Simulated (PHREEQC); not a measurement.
0.05 mol of Fluorite (CaF2) is brought to equilibrium with 1 kg of water holding 0.1 mol/kgw NaCl, at 20 °C, the pH being set by adding NaOH or HCl. Oxygen alone is held at its pressure in air (log pO2 = -0.68). CO2 from the air is kept out. Only these solids could form: Fluorite.

All values are PHREEQC results (ion-association model, phreeqc.dat), not measurements.

```json
[
 {"pH": "4", "dissolved Ca (mol/kgw)": "0.000314", "dissolved F (mol/kgw)": "0.000628", "HF (mol/kgw)": "5.65e-5"},
 {"pH": "4.3", "dissolved Ca (mol/kgw)": "0.000304", "dissolved F (mol/kgw)": "0.000609", "HF (mol/kgw)": "2.87e-5"},
 {"pH": "4.6", "dissolved Ca (mol/kgw)": "0.000300", "dissolved F (mol/kgw)": "0.000599", "HF (mol/kgw)": "?"},
 {"pH": "4.9", "dissolved Ca (mol/kgw)": "0.000297", "dissolved F (mol/kgw)": "0.000594", "HF (mol/kgw)": "?"},
 {"pH": "5.2", "dissolved Ca (mol/kgw)": "0.000296", "dissolved F (mol/kgw)": "0.000592", "HF (mol/kgw)": "3.67e-6"},
 {"pH": "5.5", "dissolved Ca (mol/kgw)": "0.000295", "dissolved F (mol/kgw)": "0.000591", "HF (mol/kgw)": "?"},
 {"pH": "5.8", "dissolved Ca (mol/kgw)": "0.000295", "dissolved F (mol/kgw)": "0.000590", "HF (mol/kgw)": "9.23e-7"},
 {"pH": "6.1", "dissolved Ca (mol/kgw)": "0.000295", "dissolved F (mol/kgw)": "0.000590", "HF (mol/kgw)": "4.63e-7"},
 {"pH": "6.4", "dissolved Ca (mol/kgw)": "0.000295", "dissolved F (mol/kgw)": "0.000590", "HF (mol/kgw)": "2.32e-7"},
 {"pH": "6.7", "dissolved Ca (mol/kgw)": "0.000295", "dissolved F (mol/kgw)": "0.000590", "HF (mol/kgw)": "1.16e-7"},
 {"pH": "7", "dissolved Ca (mol/kgw)": "0.000295", "dissolved F (mol/kgw)": "0.000589", "HF (mol/kgw)": "5.83e-8"},
 {"pH": "7.3", "dissolved Ca (mol/kgw)": "0.000295", "dissolved F (mol/kgw)": "0.000589", "HF (mol/kgw)": "?"},
 {"pH": "7.6", "dissolved Ca (mol/kgw)": "0.000295", "dissolved F (mol/kgw)": "0.000589", "HF (mol/kgw)": "?"},
 {"pH": "7.9", "dissolved Ca (mol/kgw)": "0.000295", "dissolved F (mol/kgw)": "0.000589", "HF (mol/kgw)": "7.34e-9"},
 {"pH": "8.2", "dissolved Ca (mol/kgw)": "0.000295", "dissolved F (mol/kgw)": "0.000589", "HF (mol/kgw)": "?"},
 {"pH": "8.5", "dissolved Ca (mol/kgw)": "0.000295", "dissolved F (mol/kgw)": "0.000589", "HF (mol/kgw)": "1.84e-9"},
 {"pH": "8.8", "dissolved Ca (mol/kgw)": "0.000295", "dissolved F (mol/kgw)": "0.000589", "HF (mol/kgw)": "9.24e-10"},
 {"pH": "9.1", "dissolved Ca (mol/kgw)": "0.000295", "dissolved F (mol/kgw)": "0.000589", "HF (mol/kgw)": "4.63e-10"},
 {"pH": "9.4", "dissolved Ca (mol/kgw)": "0.000295", "dissolved F (mol/kgw)": "0.000589", "HF (mol/kgw)": "2.32e-10"},
 {"pH": "9.7", "dissolved Ca (mol/kgw)": "0.000295", "dissolved F (mol/kgw)": "0.000590", "HF (mol/kgw)": "1.16e-10"},
 {"pH": "10", "dissolved Ca (mol/kgw)": "0.000295", "dissolved F (mol/kgw)": "0.000590", "HF (mol/kgw)": "5.83e-11"}
]
```

Task: What belongs in the gaps?

Result: 
- 4.6, HF (mol/kgw): 1.45e-5
- 4.9, HF (mol/kgw): 7.31e-6
- 5.5, HF (mol/kgw): 1.84e-6
- 7.3, HF (mol/kgw): 2.92e-8
- 7.6, HF (mol/kgw): 1.46e-8
- 8.2, HF (mol/kgw): 3.68e-9
